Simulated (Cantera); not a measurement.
Charge: 1 mol Ta₂O₅, 1.3 mol H₂, 1.4 mol H₂O, equilibrated at 1775 K and 5.70 Torr.

Method: chemical equilibrium by Gibbs-energy minimisation in Cantera with the NASA 1993 tables (ideal gas, pure condensed phases). Candidate condensed phases: H₂O, Ta, Ta₂O₅; 12 gas species. Equilibrium is a limit: real reactors are often held back by kinetics, nucleation or transport.

Base state: H₂O 0.518, H₂ 0.480, H 0.00230, OH 0.000155 (mole fractions); condensed: Ta₂O₅(s).

**Question.** What changes in the equilibrium state with this change: pressure from 5.70 Torr to 1 atm?

**Answer.** 
| species | before | after |
|---|---|---|
| H₂O | 0.518 | 0.518 |
| H₂ | 0.480 | 0.481 |
| H | 0.00230 | 0.000199 |
| OH | 0.000155 | 1.34e-5 |
| Ta₂O₅(s), mol | 1.00 | 1.00 |

**Question.** What changes in the equilibrium state with this change: pressure from 5.70 Torr to 75.0 Torr?

**Answer.** 
```
species          before     after
-------------  --------  --------
H₂O               0.518     0.518
H₂                0.480     0.481
H               0.00230  0.000635
OH             0.000155   4.26e-5
Ta₂O₅(s), mol      1.00      1.00
```
